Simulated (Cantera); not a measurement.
A closed system holds: 1 mol FeS₂, 2.6 mol SO₂, 2.3 mol N₂, at 775 K and 0.0133 bar.

These are equilibrium values from Cantera (NASA tables, ideal gas, pure condensed phases), not measurements of a reactor. Candidate condensed phases: Fe, FeO, FeS, FeSO₄, FeS₂, Fe₂O₃, Fe₂(SO₄)₃, Fe₃O₄, S; 19 gas species. Gases not in the tables: S₃ to S₇. The numbers say what is thermodynamically allowed, not how fast it happens.

Base state: SO₂ 0.526, N₂ 0.468, S₂ 0.00505, S₂O 0.000312 (mole fractions); condensed: FeS₂(s) + Fe₃O₄(s).

Problem. What changes in the equilibrium state with this change: temperature from 775 K to 1150 K?

Solution. 
```tsv
species	before	after
SO₂	0.526	0.480
N₂	0.468	0.426
S₂	0.00505	0.0909
SO	5.36e-7	0.000497
S₂O	0.000312	0.00214
FeS₂(s), mol	0.981	0
Fe₃O₄(s), mol	0.00649	0
FeS(s), mol	0	1.00
```
FeS: taken at fixed stoichiometry.
